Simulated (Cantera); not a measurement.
An isothermal plug-flow reactor at 550 K and 1.30 bar (inlet), inlet velocity 0.28 m/s, active area per volume 950 1/m; feed H2 : O2 : N2 = 0.026 : 0.085 : 0.79 (molar parts).

Computed with Cantera and Deutschmann's 1995 Pt surface mechanism with GRI-Mech 3.0 gas chemistry. Catalytic surfaces can have several steady states; this one follows from the mechanism file's or the stated starting coverage. Mass transfer to the wall is taken as infinitely fast.

Problem. What does this change do: pressure from 1.30 bar to 0.530 bar?

Solution. 
```
quantity                 before    after
----------------------  -------  -------
x(H2) at z = 0.01 m     5.30e-5  5.22e-5
x(O2) at z = 0.01 m      0.0811   0.0811
x(H2O) at z = 0.01 m     0.0292   0.0292
θ(free Pt) at the exit  0.00105  0.00108
θ(O*) at the exit         0.994    0.996
θ(OH*) at the exit      0.00446  0.00289
```
